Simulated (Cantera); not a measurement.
Input: 1 mol SiH4, a varied amount of N2, held at 1700 °C and 0.100 bar.

Method: chemical equilibrium by Gibbs-energy minimisation in Cantera with the NASA 1993 tables (ideal gas, pure condensed phases). Candidate condensed phases: Si, Si3N4; 18 gas species. The tables' values for SiN are old estimates; treat these amounts as uncertain. Gases not in the tables: Si2H6 and higher silanes. The numbers say what is thermodynamically allowed, not how fast it happens.

Problem. At 0.6 mol N2, list the 6 most abundant gas species with their mole fractions, and the condensed phases.

Solution. H2 0.766, N2 0.230, H 0.00373, Si 0.000316, SiH2 6.96e-5, SiH 6.31e-5. Condensed: Si(l).
